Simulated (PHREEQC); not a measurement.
Solution (20 °C): 0.041 mol/kgw MgCl2, 0.00029 mol/kgw CO2 and 0.00012 mol/kgw H4SiO4. Closed to the air; pH follows from the charge balance.

Model: ion-association model, phreeqc.dat, run in PHREEQC.

No solid was allowed to form.

Task: Order these C species by the share of C that they hold, largest first: CO2, HCO3-, MgHCO3+.

Result: CO2 (95 %), HCO3- (4.3 %), MgHCO3+ (0.81 %)

The pH is 4.92 and the ionic strength 0.123 mol/kgw. Examples of supersaturated solids here: Quartz (slow to form). Others may be too.
